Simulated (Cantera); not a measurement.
A Cantera script and what it prints.

```python
import numpy as np
import cantera as ct

gas_names = """
    B BH BH2 BH3 BN B2 H H2 N NH NH2 NH3 N2 N2H2 N2H4
""".split()
cond_names = """
    B(b) B(L) BN(s)
""".split()


# ... load() reads the species with a 1 bar reference pressure and builds the phases ...
atoms = {
    'borazine': {'B': 3, 'N': 3, 'H': 6},
    'NH3': {'N': 1, 'H': 3},
    'H2': {'H': 2},
}
top_T = {'BN(s)': 3200}  # K; cautious upper limits of use, not melting points


# ... equilibrate(T, P, feed) seeds the gas with the atoms and calls Mixture.equilibrate('TP', solver="vcs", rtol=1e-11, max_steps=5000) ...
results = []
feed = {'borazine': 1, 'NH3': 3, 'H2': 0.94}  # mol
T = 775  # K
P = 9600  # Pa
mix = equilibrate(T, P, feed)
results.append((T, P, feed, dict(zip(mix.species_names, mix.species_moles))))
x = sorted(zip(gas.X, gas.species_names), reverse=True)
print(f"T = {T:g} K  P = {P:g} Pa  gas = {mix.phase_moles(0):.4g} mol")
print("   x: " + "  ".join(f"{s} {v:.3e}" for v, s in x if v > 0.0001))
print("   condensed (mol): " + ("  ".join(f"{mix.phase(i).name} {mix.phase_moles(i):.4g}"
      for i in range(1, mix.n_phases) if mix.phase_moles(i) > 1e-12) or "none"))
```

Output:

```
T = 775 K  P = 9600 Pa  gas = 9.939 mol
   x: H2 8.490e-01  N2 1.509e-01  NH3 1.131e-04
   condensed (mol): BN(s) 3
```

Cantera equilibrium calculation (NASA polynomials, part measured and part estimated; ideal gas, pure solids and liquids). The feed counts by its element totals alone.
